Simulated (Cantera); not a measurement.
A perfectly stirred reactor is fed with CH2O : O2 : N2 = 0.0038 : 0.002 : 1 (molar parts), equivalence ratio 1.9, at 8.90 bar; it is held at 1050 K, and followed from long to short residence time.

Detailed kinetics in Cantera: GRI-Mech 3.0 (53 species, 325 reactions).

Q: What does this change do: CH2O 0.0038 to 0.0005 parts?

A: 
```
quantity                  before     after
----------------------  --------  --------
x(CH2O) at τ = 1.20 s    3.01e-5   8.21e-6
x(O2) at τ = 1.20 s     0.000278   0.00164
x(HCN) at τ = 1.20 s      <1e-12    <1e-12
x(H2O) at τ = 1.20 s     0.00232  0.000480
x(C2H6) at τ = 1.20 s     <1e-12    <1e-12
x(CH2O) at τ = 32.0 ms  0.000317   7.93e-5
x(O2) at τ = 32.0 ms     0.00110   0.00182
x(HCN) at τ = 32.0 ms     <1e-12    <1e-12
x(H2O) at τ = 32.0 ms    0.00149  0.000313
x(C2H6) at τ = 32.0 ms    <1e-12    <1e-12
```

Q: What does this change do: N2 1 to 0.42 parts?

A: 
| quantity | before | after |
|---|---|---|
| x(CH2O) at τ = 1.20 s | 3.01e-5 | 4.55e-5 |
| x(O2) at τ = 1.20 s | 0.000278 | 0.000380 |
| x(HCN) at τ = 1.20 s | <1e-12 | <1e-12 |
| x(H2O) at τ = 1.20 s | 0.00232 | 0.00555 |
| x(C2H6) at τ = 1.20 s | <1e-12 | <1e-12 |
| x(CH2O) at τ = 32.0 ms | 0.000317 | 0.000515 |
| x(O2) at τ = 32.0 ms | 0.00110 | 0.00193 |
| x(HCN) at τ = 32.0 ms | <1e-12 | <1e-12 |
| x(H2O) at τ = 32.0 ms | 0.00149 | 0.00439 |
| x(C2H6) at τ = 32.0 ms | <1e-12 | <1e-12 |
